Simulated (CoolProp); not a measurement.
Vapour pressure (bar) of R245ca: the reference equation beside estimates from Tc = 447.6 K, pc = 39.41 bar, ω = 0.355.

Values from CoolProp's reference Helmholtz-energy equation of state, Zhou 2016.

```
T (K)  reference  Lee-Kesler  Redlich-Kwong  Soave-Redlich-Kwong
-----  ---------  ----------  -------------  -------------------
277.6     0.4208      0.4178          1.134               0.4202
288.4     0.6771      0.6733          1.644               0.6751
299.1      1.040       1.037          2.300                1.038
309.9      1.548       1.547          3.141                1.546
320.6      2.222       2.226          4.173                2.224
331.4      3.114       3.125          5.441                3.124
342.1      4.243       4.264          6.944                4.270
352.9      5.675       5.707          8.734                5.728
363.6      7.427       7.471          10.80                7.517
374.4      9.578       9.634          13.20                9.721
385.1      12.14       12.21          15.92                12.35
395.9      15.22       15.30          19.02                15.50
406.6      18.83       18.91          22.46                19.18
417.4      23.10       23.19          26.33                23.51
428.1      28.05       28.15          30.58                28.47
```

Absolute difference from the reference over all 15 rows, mean and median: Lee-Kesler 0.4 and 0.5 %, Redlich-Kwong 66.5 and 53.9 %, Soave-Redlich-Kwong 0.9 and 0.9 %.
